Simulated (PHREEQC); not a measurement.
Spent oxide etchant

Consider water at 63 °C with 18 mmol/kgw HF, 20 mmol/kgw H2SiF6 and 0.07 mmol/kgw H3PO4. Closed to the air; pH follows from the charge balance.

Model: ion-association model, wateq4f.dat, run in PHREEQC.

```json
{
  "pH": "1.49",
  "ionic_strength": "0.0578 mol/kgw",
  "total_alkalinity": "-138 meq/kg"
}
```

| species | molality | activity | log γ |
|---|---|---|---|
| H+ | 0.0386 | 0.0324 | -0.077 |
| HF | 0.0222 | 0.0225 | 0.006 |
| SiF6-2 | 0.0191 | 0.00804 | -0.377 |
| H4SiO4 | 0.000859 | 0.000870 | 0.006 |
| H2F2 | 0.000301 | 0.000305 | 0.006 |
| F- | 0.000283 | 0.000223 | -0.103 |
| H3PO4 | 5.95e-5 | 6.03e-5 | 0.006 |

No solid was allowed to form. Saturation is exceeded, for instance for Quartz (slow to form), Chalcedony (slow to form); the values hold only as long as no solid forms. Complexes and solids missing from the database can't appear. H3PO4, which wateq4f.dat lacks, is added to it with the constant of phreeqc.dat. Away from 25 °C the constants follow the database's enthalpies or fits; those with neither stay at their 25 °C values. SiF6-2 is the database's only silicon fluoride.
